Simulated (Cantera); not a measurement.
# Cu2O + H2 + H2O (hydrogen reduction and annealing atmospheres)

Input: 1 mol Cu2O, 2900 mol H2, 0.3 mol H2O, at 1173 K and 1 atm.

Method: chemical equilibrium by Gibbs-energy minimisation in Cantera with the NASA 1993 tables (ideal gas, pure condensed phases). Candidate condensed phases: Cu, CuO, Cu(OH)2, Cu2O, H2O; 12 gas species. Equilibrium is a limit: real reactors are often held back by kinetics, nucleation or transport.

```json
{
 "x(H2)": "1.000",
 "x(H2O)": "0.000448",
 "n(Cu(s))": "2.00 mol",
 "gas_amount": "2900 mol",
 "log10 activity of Cu(OH)2(s) (absent)": "-15.96"
}
```
